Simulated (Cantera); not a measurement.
An isothermal, constant-pressure homogeneous reactor starts with H₂ : O₂ : N₂ : H₂O = 0.022 : 1 : 0.98 : 0.088 (molar parts), equivalence ratio 0.011, at 1275 K and 0.0133 bar.

Computed with Cantera and GRI-Mech 3.0 (53 species, 325 reactions). Radical loss at walls, strong at low pressure, is not modelled.

x: mole fraction; the columns are a selection and need not sum to one.

```tsv
t (s)	x H₂	x O₂	x H	x OH	x NO
7.00e-5	0.0105	0.478	7.86e-10	5.16e-10	<1e-12
0.000283	0.0105	0.478	2.00e-9	4.34e-9	<1e-12
0.00114	0.0105	0.478	(withheld)	(withheld)	<1e-12
0.00461	0.0101	0.478	(withheld)	(withheld)	<1e-12
0.0186	0.000340	0.470	0.00110	0.00195	1.18e-8
0.0752	0.000207	0.472	0.000515	0.00152	4.04e-8
0.304	5.43e-5	0.475	6.84e-5	0.000782	5.88e-8
1.23	6.56e-6	0.476	2.87e-6	0.000273	6.38e-8
4.95	7.85e-7	0.476	1.20e-7	9.46e-5	6.58e-8
20.0	1.30e-7	0.476	8.11e-9	3.86e-5	6.68e-8
```

Task: What belongs in the gaps?

Result: 
- 0.00114, x H: 1.80e-8
- 0.00114, x OH: 6.45e-8
- 0.00461, x H: 4.94e-5
- 0.00461, x OH: 0.000179
